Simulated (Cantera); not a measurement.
Charge: 1 mol TiO₂, 0.57 mol H₂, equilibrated at 2175 K and 0.740 bar.

Method: chemical equilibrium by Gibbs-energy minimisation in Cantera with the NASA 1993 tables (ideal gas, pure condensed phases). Candidate condensed phases: H₂O, Ti, TiO, TiO₂, Ti₂O₃, Ti₃O₅, Ti₄O₇; 12 gas species. Condensed phases not in the tables: Magnéli phases beyond Ti₄O₇. Kinetics and transport are ignored.

Base state: H₂ 0.558, H₂O 0.437, H 0.00424, OH 0.000446 (mole fractions); condensed: Ti₄O₇(l).

Question: What changes in the equilibrium state with this change: TiO₂ replaced by NiS?

Answer: 
```tsv
species	before	after
H₂	0.558	0.692
S₂	0	0.169
H₂S	0	0.0932
H₂O	0.437	0
SH	0	0.0349
NiS	0	0.00135
S	0	0.00436
Ni	0	0.000602
OH	0.000446	0
H	0.00424	0.00472
Ti₄O₇(l), mol	0.250	0
Ni₃S₂(l), mol	0	0.333
```
Further candidate phases: Ni, NiS, NiS₂, Ni₃S₂, Ni₃S₄, S.
